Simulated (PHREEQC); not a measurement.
# Reverse-osmosis permeate: speciation

Synthetic water in mg/L, 38 °C, pH 6.22, pe 0.2:

```
constituent            mg/L
------------------  -------
Na                     5.77
K                      2.14
Ca                     4.37
Mg                    0.122
Cl                     7.45
S(6) as SO4           0.597
Alkalinity as HCO3     17.8
B                   0.00164
```

Valence states are taken as typed.

Computed with PHREEQC (ion-association model, phreeqc.dat).

No solid was allowed to form.

Problem. Predict the charge-balance error.

Solution. charge-balance error 1.9 %.

Problem. In which forms is S present?

Solution. SO4-2 98 %, CaSO4 1.6 % of the S.

Away from 25 °C the constants follow the database's enthalpies or fits; those with neither stay at their 25 °C values.
